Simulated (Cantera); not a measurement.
Charge: 1 mol toluene, 0.24 mol NH₃, 0.34 mol N₂, equilibrated at 2350 K and 3.20 mbar.

Cantera equilibrium calculation (NASA polynomials, part measured and part estimated; ideal gas, pure solids and liquids). Candidate condensed phases: C, C₆H₆, C₇H₈, C₈H₁₈; 92 gas species. Rates play no part.

Base state: H₂ 0.717, H 0.187, N₂ 0.0802, HCN 0.0114, C₂H₂ (acetylene) 0.00395, HNC 0.00111, CN 0.000137, C₂H 5.26e-5 (mole fractions); condensed: C(graphite).

Q: What changes in the equilibrium state with this change: pressure from 3.20 mbar to 0.100 bar?

A: 
```json
[
 {"species": "H₂", "before": "0.717", "after": "0.858"},
 {"species": "N₂", "before": "0.0802", "after": "0.0866"},
 {"species": "H", "before": "0.187", "after": "0.0365"},
 {"species": "HCN", "before": "0.0114", "after": "0.0129"},
 {"species": "CH₄", "before": "3.20e-7", "after": "1.43e-5"},
 {"species": "C₃", "before": "1.29e-5", "after": "4.13e-7"},
 {"species": "CH₃", "before": "1.55e-6", "after": "1.13e-5"},
 {"species": "CN", "before": "0.000137", "after": "2.54e-5"},
 {"species": "C(graphite), mol", "before": "6.89", "after": "6.88"}
]
```

Q: What changes in the equilibrium state with this change: N₂ from 0.34 to 34 mol?

A: 
```json
[
 {"species": "N₂", "before": "0.0802", "after": "0.853"},
 {"species": "H₂", "before": "0.717", "after": "0.0732"},
 {"species": "H", "before": "0.187", "after": "0.0596"},
 {"species": "HCN", "before": "0.0114", "after": "0.0119"},
 {"species": "C₂N₂", "before": "2.39e-6", "after": "2.54e-5"},
 {"species": "C₂H₂ (acetylene)", "before": "0.00395", "after": "0.000404"},
 {"species": "CN", "before": "0.000137", "after": "0.000447"},
 {"species": "C₂H", "before": "5.26e-5", "after": "1.68e-5"},
 {"species": "HNC", "before": "0.00111", "after": "0.00116"},
 {"species": "C(graphite), mol", "before": "6.89", "after": "6.43"}
]
```
